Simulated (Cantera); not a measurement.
**Pb + CO + H₂ (iron carbonyl, mercury and lead vapours)**

Input: 1 mol Pb, 0.039 mol CO, 6.7 mol H₂, at 13.0 mbar.

Equilibrium computed with Cantera from the NASA thermochemical tables; the gas is ideal and each condensed phase is pure. Candidate condensed phases: C, C₆H₆, C₇H₈, C₈H₁₈, H₂O, Pb, PbO, PbO₂, Pb₃O₄; 113 gas species. The numbers say what is thermodynamically allowed, not how fast it happens.

```
T (K)   x H₂      x Pb     x CH₄     x H₂O     x CO  n Pb(l)
-----  -----  --------  --------  --------  -------  -------
700    0.988   8.57e-8   0.00579   0.00579  5.65e-5    1.000
775    0.990   1.91e-6   0.00449   0.00446  0.00132    1.000
850    0.992   2.45e-5   0.00173   0.00171  0.00406    1.000
925    0.993  0.000206  0.000544  0.000538  0.00524    0.999
1000   0.993   0.00125  0.000188  0.000186  0.00559    0.992
1075   0.988   0.00584   7.29e-5   7.25e-5  0.00568    0.960
1150   0.972    0.0223   3.10e-5   3.09e-5  0.00563    0.846
1225   0.923    0.0719   1.36e-5   1.35e-5  0.00536    0.478
1300   0.866     0.129   6.30e-6   6.28e-6  0.00503        0
1375   0.866     0.129   3.55e-6   3.56e-6  0.00504        0
1450   0.866     0.129   2.12e-6   2.15e-6  0.00504        0
1525   0.866     0.129   1.31e-6   1.38e-6  0.00504        0
1600   0.865     0.129   8.23e-7   9.57e-7  0.00504        0
```
x: gas mole fraction; n: condensed amount in mol.

From 700 K to 1225 K the condensed part is Pb(l). From 1300 K to 1600 K nothing is condensed. The main Pb-bearing gas is Pb throughout.
